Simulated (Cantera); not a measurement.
# Transport properties of process gases

Gas mixture: 70.0 % CH3OH, 30.0 % H2, at 0.0132 atm, frozen composition.

Cantera's kinetic-theory transport with the Lennard-Jones parameters of GRI-Mech 3.0, ideal gas; thermal conductivity in the mixture-averaged form. Polar gases are described roughly by these parameters. The composition is frozen, though it would react at the higher temperatures.

```tsv
T (K)	ρ (kg/m³)	cp (J/kg/K)	μ (µPa s)	λ (mW/m/K)	Pr	D (cm²/s) H2	D (cm²/s) OH	D (cm²/s) H2O
400	0.00923	1943	13.5	63.4	0.414	80.3	40.6	27.4
650	0.00568	2536	21.7	111	0.496	187	96.4	71.5
900	0.00410	2964	28.9	160	0.536	324	169	133
1150	0.00321	3301	35.4	209	0.560	489	256	208
1400	0.00264	3545	41.3	256	0.572	680	357	296
1650	0.00224	3727	46.7	301	0.577	894	470	396
```
D: mixture-averaged diffusion coefficient of that species in the mixture.
